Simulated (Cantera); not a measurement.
Mixture: H₂ : O₂ : N₂ : H₂O = 1 : 0.312 : 1.17 : 0.018 (molar parts), at 6.40 bar, adiabatic and at constant pressure. Ignition delay is the time to a rise of 400 K.

Model: the H2/O2 subset of GRI-Mech 3.0, which has no nitrogen chemistry, integrated in Cantera. The hydrogen kinetics of GRI-Mech 3.0 are dated; newer H2 mechanisms differ, most at raised pressure. Below about 950 K walls govern HO2 and H2O2 in real vessels.

Problem. Predict: delay at 850 K; delay at 1050 K; delay at 1250 K; delay at 1450 K; apparent activation energy between 1350 and 1550 K.

Solution. 
* **delay at 850 K**: 0.523 s
* **delay at 1050 K**: 2.56 ms
* **delay at 1250 K**: 10.2 µs
* **delay at 1450 K**: 2.80 µs
* **apparent activation energy between 1350 and 1550 K**: 72 kJ/mol
